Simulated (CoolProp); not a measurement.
Properties of fluorine along the isobar 1.01 bar.

Computed with CoolProp (reference Helmholtz-energy equation of state, de Reuck 1990).

| T (K) | phase | cp (kJ/(kg K)) | cv (kJ/(kg K)) | speed of sound (m/s) | isothermal compressibility (1/MPa) |
|---|---|---|---|---|---|
| 86.2 | gas | 0.8221 | 0.5687 | 159.6 | 10.25 |
| 101.5 | gas | 0.7973 | 0.5592 | 174.5 | 10.10 |
| 116.7 | gas | 0.7858 | 0.5549 | 187.8 | 10.03 |
| 132 | gas | 0.7800 | 0.5531 | 200.1 | 9.985 |
| 147.3 | gas | 0.7776 | 0.5531 | 211.6 | 9.960 |
| 162.5 | gas | 0.7776 | 0.5546 | 222.3 | 9.944 |
| 177.8 | gas | 0.7793 | 0.5573 | 232.5 | 9.933 |
| 193.1 | gas | 0.7825 | 0.5612 | 242.1 | 9.926 |
| 208.4 | gas | 0.7869 | 0.5660 | 251.3 | 9.920 |
| 223.6 | gas | 0.7922 | 0.5716 | 260.0 | 9.916 |
| 238.9 | gas | 0.7982 | 0.5779 | 268.4 | 9.912 |
| 254.2 | gas | 0.8047 | 0.5846 | 276.5 | 9.910 |
| 269.5 | gas | 0.8115 | 0.5916 | 284.2 | 9.908 |
| 284.7 | gas | 0.8185 | 0.5987 | 291.7 | 9.906 |
| 300 | gas | 0.8256 | 0.6059 | 299.0 | 9.905 |
